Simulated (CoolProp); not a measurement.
R245ca at several states: Z from the reference equation and from simpler models built on Tc = 447.6 K, pc = 3.941 MPa, ω = 0.355; each cubic takes its own stable root.

Model: reference Helmholtz-energy equation of state, Zhou 2016, in CoolProp.

```tsv
T (K)	p (MPa)	phase	reference	Redlich-Kwong	Peng-Robinson
342.7	0.2	gas	0.9526	0.9623	0.9548
239.9	2.18	liquid	0.09582	0.1080	0.09279
329.1	2.37	liquid	0.08839	0.1014	0.08474
```
